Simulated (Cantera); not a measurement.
A closed system holds: 1 mol Si, 0.05 mol CO₂, 120 mol H₂, 1.3 mol O₂, held at 0.133 bar.

These are equilibrium values from Cantera (NASA tables, ideal gas, pure condensed phases), not measurements of a reactor. Candidate condensed phases: C, C₆H₆, C₇H₈, C₈H₁₈, H₂O, Si, SiC, SiO₂; 123 gas species. The tables hold silica as quartz up to 1696 K and as liquid above; real silica turns to tridymite and cristobalite and melts near 1996 K. Equilibrium is a limit: real reactors are often held back by kinetics, nucleation or transport.

x: gas mole fraction; n: condensed amount in mol.

```csv
T (K),x H₂,x H₂O,x CH₄,x CO,x H,n SiO₂(α-quartz),n SiO₂(β-quartz)
648,0.994,0.00584,0.000417,1.85e-9,<1e-12,1.00,0
723,0.994,0.00584,0.000417,1.28e-7,<1e-12,1.00,0
798,0.994,0.00583,0.000413,?,?,1.00,0
873,0.994,0.00577,0.000354,6.14e-5,1.28e-10,0,1.00
948,0.994,0.00556,0.000142,0.000272,1.43e-9,0,1.00
1023,0.994,0.00544,2.56e-5,0.000388,1.13e-8,0,1.00
1098,0.994,0.00542,?,0.000410,?,0,1.00
1173,0.994,0.00541,9.22e-7,0.000414,3.22e-7,0,1.00
1248,0.994,0.00541,2.29e-7,0.000415,1.28e-6,0,1.00
1323,0.994,0.00541,6.68e-8,0.000415,4.33e-6,0,1.000
1398,0.994,0.00541,2.22e-8,0.000415,1.29e-5,0,1.000
```

Question: Some entries are withheld; supply them.

Answer: 
- 798, x CO: 4.03e-6
- 798, x H: 7.28e-12
- 1098, x CH₄: 4.44e-6
- 1098, x H: 6.75e-8
